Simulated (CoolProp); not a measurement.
The fluid at 298.15 K and 9.72 MPa flows at 0.086 m/s in a round tube of 4.6 mm bore and 1.5 µm roughness, fully developed (64/Re and Nu = 3.66 if laminar; Colebrook and Gnielinski if turbulent). The same conditions are run with several fluids, on thermodynamics alone (safety and materials aside).

Computed with CoolProp (reference Helmholtz-energy equation of state of each fluid (propylene: Lemmon 2013; R236FA: Pan 2012; methanol: de Reuck 1993; water: Wagner 2002; n-hexane: Thol 2019)).

Problem. Rank propylene, R236FA, methanol, water, n-hexane by Reynolds number, highest first.

Solution. propylene (1930), R236FA (1640), n-hexane (799), methanol (547), water (446)

```csv
fluid,Darcy friction factor,pressure drop (Pa/m),heat-transfer coefficient (W/(m² K)),mass flow (kg/h)
propylene,0.0332,14.1,95.3,2.73
R236FA,0.0390,43.9,62.1,7.21
methanol,0.117,74.8,163,4.09
water,0.144,116,487,5.15
n-hexane,0.0801,42.8,99.1,3.42
```

Transport values come from each fluid's own correlations; those of propylene, R236FA are estimates that may be off by 10 % or more.
